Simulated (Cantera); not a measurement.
What does this Cantera script print?

```python
import numpy as np
import cantera as ct

gas_names = """
    N NO NO2 NO3 N2 N2O O O2 O3 S SN SO SO2 SO3 S2 S2O S8
""".split()
cond_names = """
    S(cr1) S(cr2) S(L)
""".split()


# ... load() reads the species with a 1 bar reference pressure and builds the phases ...
atoms = {
    'SO2': {'S': 1, 'O': 2},
    'O2': {'O': 2},
    'N2': {'N': 2},
}
top_T = {}  # K; cautious upper limits of use, not melting points


# ... equilibrate(T, P, feed) seeds the gas with the atoms and calls Mixture.equilibrate('TP', solver="vcs", rtol=1e-11, max_steps=5000) ...
results = []
feed = {'SO2': 1, 'O2': 0.26, 'N2': 7.9}  # mol
P = 770000  # Pa
for T in [1725, 1875, 2025, 2175, 2325, 2475, 2625, 2775, 2925, 3075, 3225, 3375]:
    mix = equilibrate(T, P, feed)
    results.append((T, P, feed, dict(zip(mix.species_names, mix.species_moles))))

top = {s: max(r[3][s] / sum(r[3][g] for g in gas_names) for r in results) for s in gas_names}
cols = sorted((s for s in top if top[s] > 1e-06), key=lambda s: -top[s])[:8]
seen = [c for c in cond_names if any(r[3].get(c, 0) > 1e-12 for r in results)]
print("log10 of partial pressures in bar; condensed amounts in mol")
print(f"{'T/K':>10s}" + "".join(f"{s[:9]:>10s}" for s in cols + seen))
for T, P, feed, n in results:
    ng = sum(n[g] for g in gas_names)
    print(f"{T:10.4g}" + "".join(f"{np.log10(max(n[s] / ng * P / 1e5, 1e-99)):10.3f}" for s in cols)
          + "".join(f"{n.get(c, 0):10.4g}" for c in seen))
```

Output:

```
log10 of partial pressures in bar; condensed amounts in mol
       T/K        N2       SO2        SO        O2        NO         O         S       SO3
      1725     0.822    -0.078    -4.824    -0.675    -2.033    -4.574    -9.943    -2.275
      1875     0.822    -0.077    -4.090    -0.679    -1.813    -3.958    -8.537    -2.504
      2025     0.821    -0.077    -3.464    -0.687    -1.628    -3.436    -7.335    -2.700
      2175     0.821    -0.077    -2.923    -0.697    -1.471    -2.986    -6.295    -2.871
      2325     0.821    -0.078    -2.451    -0.709    -1.336    -2.596    -5.387    -3.022
      2475     0.820    -0.081    -2.038    -0.722    -1.218    -2.254    -4.588    -3.156
      2625     0.819    -0.088    -1.675    -0.734    -1.115    -1.951    -3.885    -3.279
      2775     0.817    -0.101    -1.361    -0.741    -1.021    -1.679    -3.268    -3.394
      2925     0.815    -0.124    -1.094    -0.740    -0.933    -1.430    -2.733    -3.504
      3075     0.812    -0.162    -0.873    -0.729    -0.851    -1.202    -2.275    -3.614
      3225     0.807    -0.217    -0.698    -0.713    -0.773    -0.991    -1.887    -3.732
      3375     0.801    -0.293    -0.564    -0.698    -0.703    -0.798    -1.561    -3.865
```

Equilibrium computed with Cantera from the NASA thermochemical tables; the gas is ideal and each condensed phase is pure.
